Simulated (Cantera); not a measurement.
Thermodynamics of carbothermic reduction, feed Fe2O3 + CH4 + H2

Input: 1 mol Fe2O3, a varied amount of CH4, 1.3 mol H2, held at 13.3 mbar.

Cantera equilibrium calculation (NASA polynomials, part measured and part estimated; ideal gas, pure solids and liquids). Candidate condensed phases: C, C6H6, C7H8, C8H18, Fe, Fe(CO)5, FeO, Fe(OH)2, Fe(OH)3, Fe2O3, Fe3O4, H2O; 114 gas species. Each liquid is taken as pure. Mutual solubility and eutectic melting of coexisting phases are not modelled. The tables' stoichiometric FeO is somewhat more stable than real wüstite, so its field is too wide. FeO: taken at fixed stoichiometry. Kinetics and transport are ignored.

Stable condensed phases:

```
T in °C \ n(CH4) in mol
         0.37 0.44 0.53 0.64 0.77 0.93  1.1  1.3  1.6
   2152     A    A    A    A    B    B    B    B    B
   2052     A    A    A    A    A    A    B    B    B
   1952     A    A    A    A    A    A    A    A    B
   1852     A    A    A    C    C    C    C    C    D
   1752     A    C    C    C    C    C    C    C    D
   1652     C    C    C    C    C    C    C    C    D
   1552     C    C    C    C    C    C    C    C    D
   1452     C    C    C    C    C    C    C    C    D
   1352     C    C    C    C    C    C    C    C    D
   1252     C    C    C    C    C    C    C    C    D
   1152     A    C    C    C    C    C    C    C    D
   1052     A    C    C    C    C    C    C    C    C
    952     A    C    C    C    C    C    C    C    C
```

A: FeO; B: gas only; C: Fe + FeO; D: Fe.
